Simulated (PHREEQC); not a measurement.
**Nickel, zinc or cadmium bath with nickel, zinc or cadmium bath**

Solution A (0.025 mol CdCl2, 0.01 mol Na2SO4 and 0.033 mol MnSO4 per kg of water) is mixed with solution B (25 mmol/kgw ZnSO4 and 0.3 mmol/kgw NaCl) at 85 °C; shares are by mass of water, 1 kg in all. The system is closed to oxygen. The system is closed to CO2. Only these solids could form: Pyrochroite, Zn(OH)2-a, Zn4(OH)6SO4, Zn5(OH)8Cl2, Cd(OH)2, CdOHCl, Halite, Mirabilite, Goslarite.

All values are PHREEQC results (ion-association model, wateq4f.dat), not measurements.

```
share of solution B    pH  Zn+2 (mol/kgw)  ZnSO4 (mol/kgw)  CdCl+ (mol/kgw)  Cd+2 (mol/kgw)
-------------------  ----  --------------  ---------------  ---------------  --------------
0                    5.60               0                0          0.00978         0.00786
0.1                  5.47         0.00123         0.000827          0.00845         0.00734
0.2                  5.38         0.00248          0.00168          0.00715         0.00678
0.3                  5.32         0.00377          0.00257          0.00590         0.00618
0.4                  5.26         0.00510          0.00349          0.00469         0.00553
0.5                  5.22         0.00645          0.00445          0.00355         0.00483
0.6                  5.17         0.00785          0.00547          0.00250         0.00406
0.7                  5.13         0.00927          0.00655          0.00157         0.00322
0.8                  5.10          0.0107          0.00773         0.000788         0.00228
0.9                  5.07          0.0122          0.00902         0.000231         0.00122
1                    5.04          0.0137           0.0105                0               0
```

Species that the database lacks are ignored. Away from 25 °C the constants follow the database's enthalpies or fits; those with neither stay at their 25 °C values.
